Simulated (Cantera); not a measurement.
A jet of 8.93 % CH₄, 9.96 % O₂, 81.1 % N₂, equivalence ratio 1.8 at 300 K and 41000 Pa hits a platinum plate 4.8 cm away at a mass flux of 0.13 kg/m²/s; the plate temperature is set and raised in steps from an oxygen-covered start.

Cantera simulation using Deutschmann's 1995 Pt surface mechanism with GRI-Mech 3.0 gas chemistry; the numbers are that mechanism's predictions, not measurements. Catalytic surfaces can have several steady states; this one follows from the mechanism file's or the stated starting coverage.

x: mole fraction at the wall; θ: surface coverage.

```json
[
 {"plate T (K)": "950", "wall x CH₄": "0.0282", "wall x O₂": "0.00818", "wall x H₂O": "0.100", "wall x OH": "<1e-8", "wall x CO": "0.0636", "wall x CO₂": "0.000119", "θ free Pt": "0.234", "θ H*": "0.00214", "θ CO*": "0.194", "θ C*": "0.571"},
 {"plate T (K)": "1000", "wall x CH₄": "___", "wall x O₂": "___", "wall x H₂O": "0.0966", "wall x OH": "<1e-8", "wall x CO": "___", "wall x CO₂": "___", "θ free Pt": "___", "θ H*": "___", "θ CO*": "___", "θ C*": "0.559"},
 {"plate T (K)": "1050", "wall x CH₄": "___", "wall x O₂": "___", "wall x H₂O": "0.0904", "wall x OH": "<1e-8", "wall x CO": "0.0837", "wall x CO₂": "___", "θ free Pt": "___", "θ H*": "___", "θ CO*": "0.218", "θ C*": "___"},
 {"plate T (K)": "1100", "wall x CH₄": "0.00372", "wall x O₂": "0.00122", "wall x H₂O": "0.0864", "wall x OH": "<1e-8", "wall x CO": "0.0859", "wall x CO₂": "0.00297", "θ free Pt": "0.680", "θ H*": "0.00506", "θ CO*": "0.235", "θ C*": "0.0797"},
 {"plate T (K)": "1150", "wall x CH₄": "0.00265", "wall x O₂": "0.000923", "wall x H₂O": "0.0819", "wall x OH": "<1e-8", "wall x CO": "0.0825", "wall x CO₂": "0.00829", "θ free Pt": "0.801", "θ H*": "0.00485", "θ CO*": "0.169", "θ C*": "0.0254"},
 {"plate T (K)": "1200", "wall x CH₄": "0.00221", "wall x O₂": "0.000803", "wall x H₂O": "0.0758", "wall x OH": "<1e-8", "wall x CO": "0.0762", "wall x CO₂": "0.0161", "θ free Pt": "0.879", "θ H*": "0.00454", "θ CO*": "0.107", "θ C*": "0.00997"}
]
```

What belongs in the gaps?


- 1000, wall x CH₄: 0.0201
- 1000, wall x O₂: 0.00577
- 1000, wall x CO: 0.0718
- 1000, wall x CO₂: 0.000137
- 1000, θ free Pt: 0.290
- 1000, θ H*: 0.00317
- 1000, θ CO*: 0.148
- 1050, wall x CH₄: 0.00794
- 1050, wall x O₂: 0.00238
- 1050, wall x CO₂: 0.000546
- 1050, θ free Pt: 0.472
- 1050, θ H*: 0.00463
- 1050, θ C*: 0.306
